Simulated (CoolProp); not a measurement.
Vapour-liquid equilibrium of CH2F2 (R32) (1) + R142b (2) at -24.55 °C; x and y are mole fractions of (1).

The numbers come from the multi-fluid Helmholtz-energy mixture model, Tillner-Roth 1997 and Lemmon 2006; pair parameters Bell 2016 in CoolProp.

Question: Give the bubble pressure and the first vapour's composition at x = 0.05, 0.5, 0.65. Is there an azeotrope?

Answer: x = 0.05: 0.07046 MPa, y = 0.294; x = 0.5: 0.2229 MPa, y = 0.864; x = 0.65: 0.2600 MPa, y = 0.909. No azeotrope shows between x = 0.05 and 0.95.

The pair parameters rest on a limited set of measurements; away from them the model extrapolates.
